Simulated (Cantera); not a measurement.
Feed: 1 mol c-C₄F₈, a varied amount of HCl, 0.2 mol H₂, held at 450 °C and 10.0 mbar.

Equilibrium computed with Cantera from the NASA thermochemical tables; the gas is ideal and each condensed phase is pure. Candidate condensed phases: C, C₆H₆, C₇H₈, C₈H₁₈; 118 gas species. The feed counts by its element totals alone. Condensed phases not in the tables: fluorocarbon polymer. Gases not in the tables: C₂F₆ and larger saturated fluorocarbons. Rates play no part.

log p: log10 of the partial pressure in bar; n: condensed amount in mol.

| n(HCl) (mol) | log p CF₄ | log p HCl | log p HF | log p Cl₂ | log p CClF₃ | log p CCl₂F₂ | n C(graphite) |
|---|---|---|---|---|---|---|---|
| 0.11 | -2.10 | -3.35 | -2.78 | ___ | -5.28 | -8.14 | 2.10 |
| 0.13 | -2.11 | -3.28 | -2.78 | ___ | -5.21 | -8.00 | 2.10 |
| 0.17 | -2.11 | -3.17 | -2.79 | ___ | -5.10 | -7.77 | 2.10 |
| 0.2 | -2.12 | -3.10 | -2.79 | ___ | -5.04 | -7.64 | 2.10 |
| 0.25 | -2.13 | -3.02 | -2.80 | ___ | -4.95 | -7.46 | 2.10 |
| 0.31 | -2.14 | -2.93 | -2.81 | ___ | -4.87 | -7.29 | 2.10 |
| 0.38 | -2.15 | -2.86 | -2.82 | ___ | -4.80 | -7.13 | 2.10 |
| 0.46 | -2.16 | -2.79 | -2.83 | ___ | -4.73 | -6.98 | 2.10 |
| 0.57 | -2.18 | -2.71 | -2.84 | ___ | -4.66 | -6.82 | 2.10 |
| 0.69 | -2.20 | -2.65 | -2.85 | ___ | -4.60 | -6.69 | 2.10 |
| 0.85 | -2.22 | -2.58 | -2.87 | ___ | -4.55 | -6.55 | 2.10 |

Task: Some entries are withheld; supply them.

Result: 
- 0.11, log p Cl₂: -6.17
- 0.13, log p Cl₂: -6.03
- 0.17, log p Cl₂: -5.80
- 0.2, log p Cl₂: -5.67
- 0.25, log p Cl₂: -5.48
- 0.31, log p Cl₂: -5.31
- 0.38, log p Cl₂: -5.14
- 0.46, log p Cl₂: -4.99
- 0.57, log p Cl₂: -4.82
- 0.69, log p Cl₂: -4.68
- 0.85, log p Cl₂: -4.53
